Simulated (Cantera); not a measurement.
## Equilibrium for silicon carbide growth: CH3SiCl3 + H2

Input: 1 mol CH3SiCl3, 86 mol H2, held at 9.70 mbar.

Method: chemical equilibrium by Gibbs-energy minimisation in Cantera with the NASA 1993 tables (ideal gas, pure condensed phases). Candidate condensed phases: C, C6H6, C7H8, C8H18, Si, SiC; 109 gas species. The feed counts by its element totals alone. The tables' values for SiCl are old estimates; treat these amounts as uncertain. Gases not in the tables: Si2H6 and higher silanes. The numbers say what is thermodynamically allowed, not how fast it happens.

From 1875 K to 2175 K the condensed part is SiC(s). At 2225 K the condensed part is C(graphite) + SiC(s). At 2275 K the condensed part is C(graphite). At 2325 K nothing is condensed. The main Si-bearing gas is SiCl2 at 1875 K and Si at 2325 K.

```tsv
T (K)	log p H2	log p H	log p HCl	log p Si	log p C2H2 (acetylene)	log p Cl	log p SiC2	log p Si2C	n SiC(s)	n C(graphite)
1875	-2.03	-4.20	-3.49	-6.31	-5.94	-5.78	-8.38	-8.12	0.979	0
1925	-2.03	-4.04	-3.50	-5.94	-5.78	-5.62	-7.89	-7.65	0.969	0
1975	-2.03	-3.88	-3.50	-5.60	-5.60	-5.47	-7.41	-7.21	0.952	0
2025	-2.04	-3.73	-3.50	-5.30	-5.40	-5.33	-6.95	-6.82	0.922	0
2075	-2.04	-3.59	-3.51	-5.02	-5.18	-5.19	-6.49	-6.45	0.868	0
2125	-2.05	-3.46	-3.51	-4.76	-4.97	-5.07	-6.05	-6.11	0.774	0
2175	-2.05	-3.34	-3.52	-4.51	-4.76	-4.94	-5.63	-5.78	0.610	0
2225	-2.06	-3.22	-3.53	-4.27	-4.59	-4.83	-5.24	-5.46	0.297	0.0704
2275	-2.07	-3.11	-3.54	-4.11	-4.49	-4.72	-5.01	-5.35	0	0.137
2325	-2.08	-3.00	-3.56	-4.10	-4.42	-4.62	-4.95	-5.53	0	0
```
log p: log10 of the partial pressure in bar; n: condensed amount in mol.
